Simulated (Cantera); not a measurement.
A perfectly stirred reactor is fed with 6.25 % H₂, 3.47 % O₂, 90.3 % N₂, at 82.5 Torr; it is held at 1123 K, and followed from long to short residence time.

Detailed kinetics in Cantera: the H2/O2 subset of GRI-Mech 3.0, which has no nitrogen chemistry. The temperature is held fixed by assumption; the heat of reaction is taken as removed at once.

Problem. Predict: x(H₂) at τ = 8.70 s; x(O₂) at τ = 8.70 s; x(HO₂) at τ = 8.70 s; x(H₂O) at τ = 8.70 s; x(O) at τ = 8.70 s; x(H₂) at τ = 0.130 s; x(O₂) at τ = 0.130 s; x(HO₂) at τ = 0.130 s; x(H₂O) at τ = 0.130 s; x(O) at τ = 0.130 s.

Solution. 
| Quantity | Result |
|---|---|
| x(H₂) at τ = 8.70 s | 0.000332 |
| x(O₂) at τ = 8.70 s | 0.00373 |
| x(HO₂) at τ = 8.70 s | 2.72e-7 |
| x(H₂O) at τ = 8.70 s | 0.0641 |
| x(O) at τ = 8.70 s | 3.16e-5 |
| x(H₂) at τ = 0.130 s | 0.00313 |
| x(O₂) at τ = 0.130 s | 0.00557 |
| x(HO₂) at τ = 0.130 s | 4.83e-7 |
| x(H₂O) at τ = 0.130 s | 0.0595 |
| x(O) at τ = 0.130 s | 0.000439 |
